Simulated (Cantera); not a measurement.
Mixture: 1.31 % C3H8, 16.0 % O2, 60.3 % N2, 22.3 % H2O, at 9.87 atm, adiabatic and at constant pressure. Ignition delay is the time to a rise of 400 K.

Model: GRI-Mech 3.0 (53 species, 325 reactions), integrated in Cantera. GRI-Mech 3.0 was tuned for natural gas; its chemistry of propane as a main component is partial and can be far from experiment.

Q: Predict: delay at 1275 K; delay at 1350 K; delay at 1425 K; delay at 1500 K; delay at 1575 K; delay at 1650 K; apparent activation energy between 1500 and 1650 K.

A: 
- delay at 1275 K: 0.433 ms
- delay at 1350 K: 0.146 ms
- delay at 1425 K: 56.4 µs
- delay at 1500 K: 25.2 µs
- delay at 1575 K: 13.0 µs
- delay at 1650 K: 7.70 µs
- apparent activation energy between 1500 and 1650 K: 160 kJ/mol
